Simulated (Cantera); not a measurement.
Source: NASA polynomial tables (part measured, part estimated), evaluated in Cantera. Values are per mole of reaction as written; species without (g) are pure solids or liquids, kept so even where they would boil at 1 bar.

### Question
Between 1423 and 2623 K, where is each reaction favourable under standard conditions?
- Nb2O5 + NH3(g) = 2 NbO2(g) + NO(g) + 3 H(g)

### Answer
- Nb2O5 + NH3(g) = 2 NbO2(g) + NO(g) + 3 H(g): ΔG° is 1199 kJ at 1423 K and 370 kJ at 2623 K; it stays positive (K < 1). ΔH° is 2069 kJ and ΔS° 648 J/K at 2623 K.
